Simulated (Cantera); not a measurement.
Input (Python, Cantera) and output of one run.

```python
import numpy as np
import cantera as ct

gas_names = """
    B BH BH2 BH3 BN BO BO2 B2 B2O B2O2 B2O3 B3O3H3 H HBO HBO2 HNO HNO2 HNO3 HO2 H2 H2O H2O2 H3B3O6 N NH
    NH2 NH3 NH2OH NO NO2 NO3 N2 N2H2 N2H4 N2O O OH O2 O3
""".split()
cond_names = """
    B(b) B(L) BN(s) B2O3(L) B3O3H3(cr) H2O(s) H2O(L)
""".split()


def load(file, names, dense=False):
    # The tables refer to 1 bar. Condensed volumes are neglected.
    table = {s.name: s for s in ct.Species.list_from_file(file)}
    out = []
    for n in names:
        d = dict(table[n].input_data)
        d["thermo"] = dict(d["thermo"], **{"reference-pressure": 1e5})
        if dense:
            d["equation-of-state"] = {"model": "constant-volume", "density": "1e6 g/cm^3"}
        out.append(ct.Species.from_dict(d))
    return out


gas = ct.Solution(thermo="ideal-gas", species=load("nasa_gas.yaml", gas_names))
cond = {s.name: ct.Solution(thermo="fixed-stoichiometry", species=[s], name=s.name)
        for s in load("nasa_condensed.yaml", cond_names, dense=True)}
atoms = {
    'borazine': {'B': 3, 'N': 3, 'H': 6},
    'H2O': {'H': 2, 'O': 1},
    'N2': {'N': 2},
}
top_T = {'BN(s)': 3200}  # K; cautious upper limits of use, not melting points


def equilibrate(T, P, feed):
    n = {}
    for name, mol in feed.items():
        for a, k in atoms[name].items():
            n[a] = n.get(a, 0.0) + k * mol
    gas.TPX = T, P, n
    mass = sum(n.values()) * gas.mean_molecular_weight
    gas.equilibrate("TP")
    valid = [c for c in cond.values() if c.min_temp <= T <= top_T.get(c.name, c.max_temp)]
    mix = ct.Mixture([(gas, mass / gas.mean_molecular_weight)] + [(c, 0.0) for c in valid])
    mix.T, mix.P = T, P
    mix.equilibrate("TP", solver="vcs", rtol=1e-11, max_steps=5000)
    return mix


results = []
feed = {'borazine': 1, 'H2O': 0.76, 'N2': 0.73}  # mol
T = 800  # K
P = 10000  # Pa
mix = equilibrate(T, P, feed)
results.append((T, P, feed, dict(zip(mix.species_names, mix.species_moles))))
x = sorted(zip(gas.X, gas.species_names), reverse=True)
print(f"T = {T:g} K  P = {P:g} Pa  gas = {mix.phase_moles(0):.4g} mol")
print("   x: " + "  ".join(f"{s} {v:.3e}" for v, s in x if v > 1e-05))
print("   condensed (mol): " + ("  ".join(f"{mix.phase(i).name} {mix.phase_moles(i):.4g}"
      for i in range(1, mix.n_phases) if mix.phase_moles(i) > 1e-12) or "none"))
```

Result:

```
T = 800 K  P = 10000 Pa  gas = 4.739 mol
   x: H2 7.910e-01  N2 2.067e-01  H2O 2.198e-03  NH3 9.563e-05
   condensed (mol): BN(s) 2.5  B2O3(L) 0.2498
```

These are equilibrium values from Cantera (NASA tables, ideal gas, pure condensed phases), not measurements of a reactor. The feed counts by its element totals alone. Gases not in the tables: H3BO3.
